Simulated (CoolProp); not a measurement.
Computed with CoolProp (reference Helmholtz-energy equation of state, Lemmon 2006). It is a short technical equation, of lower accuracy than the large ones.

### Question
Give the vapour pressure (MPa), liquid density (kg/m³), vapour Z, surface tension (mN/m) of saturated C3F8 (R218) at 290.8, 299 K.

### Answer
```
T (K)  p (MPa)  liquid density (kg/m³)  vapour Z  surface tension (mN/m)
-----  -------  ----------------------  --------  ----------------------
290.8    0.708                    1370     0.799                    4.49
299      0.887                    1320     0.764                    3.67
```

Surface tension comes from a separate correlation (Mulero 2012).
